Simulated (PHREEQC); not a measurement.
Dissolve 150 mmol/kgw Pb(NO3)2, 0.2 mmol/kgw KNO3 and 3.1 mmol/kgw Cu(NO3)2 at 20 °C. Closed to the air; pH follows from the charge balance.

Model: ion-association model, phreeqc.dat, run in PHREEQC.

No solid was allowed to form.

Estimate the pH, ionic strength.

pH 4.24; ionic strength 0.317 mol/kgw.

In which forms is N present?

NO3- 77 %, PbNO3+ 23 % of the N.
